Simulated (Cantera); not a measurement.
Charge: 1 mol C₂H₆, 0.13 mol O₂, 82 mol H₂, held at 75.0 Torr.

Cantera equilibrium calculation (NASA polynomials, part measured and part estimated; ideal gas, pure solids and liquids). Candidate condensed phases: C, C₆H₆, C₇H₈, C₈H₁₈, H₂O; 110 gas species. Equilibrium is a limit: real reactors are often held back by kinetics, nucleation or transport.

Question: What share of the C ends up in condensed phases as a function of T (K), at 650, 850, 1050, 1250, 1450, 1650, 1850, 2050, 2250, 2450, 2650, 2850?

Answer: 
| T (K) | C condensed (%) | as |
|---|---|---|
| 650 | 0.0 | - |
| 850 | 0.0 | - |
| 1050 | 63.4 | C(graphite) |
| 1250 | 82.4 | C(graphite) |
| 1450 | 85.6 | C(graphite) |
| 1650 | 86.0 | C(graphite) |
| 1850 | 84.5 | C(graphite) |
| 2050 | 77.8 | C(graphite) |
| 2250 | 58.7 | C(graphite) |
| 2450 | 14.8 | C(graphite) |
| 2650 | 0.0 | - |
| 2850 | 0.0 | - |
